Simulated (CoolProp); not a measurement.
R404A along the isotherm 334.6 K: fugacity coefficient from the reference equation and from simpler models built on Tc = 345.3 K, pc = 3.735 MPa, ω = 0.293; each cubic takes its own stable root.

Model: reference Helmholtz-energy equation of state, Lemmon 2003, in CoolProp. It is a pseudo-pure fit of the blend.

```json
[
 {"p (MPa)": "0.934", "phase": "gas", "reference": "0.9002"},
 {"p (MPa)": "1.87", "phase": "gas", "reference": "0.8027"},
 {"p (MPa)": "4.67", "phase": "liquid", "reference": "0.4680"},
 {"p (MPa)": "5.6", "phase": "liquid", "reference": "0.4048"},
 {"p (MPa)": "6.54", "phase": "liquid", "reference": "0.3594"},
 {"p (MPa)": "7.47", "phase": "liquid", "reference": "0.3259"},
 {"p (MPa)": "8.4", "phase": "liquid", "reference": "0.2999"},
 {"p (MPa)": "9.34", "phase": "liquid", "reference": "0.2792"}
]
```

Problem. How far does each simpler model (van der Waals, Redlich-Kwong, Peng-Robinson) lie from the reference over these 8 states: mean and median of the absolute difference, and the worst?

Solution. 
- van der Waals: mean 18.6 %, median 21.3 %, worst +29.4 % at 334.6 K and 9.34 MPa
- Redlich-Kwong: mean 7.9 %, median 9.3 %, worst +12.1 % at 334.6 K and 9.34 MPa
- Peng-Robinson: mean 1.2 %, median 1.3 %, worst +2.1 % at 334.6 K and 9.34 MPa
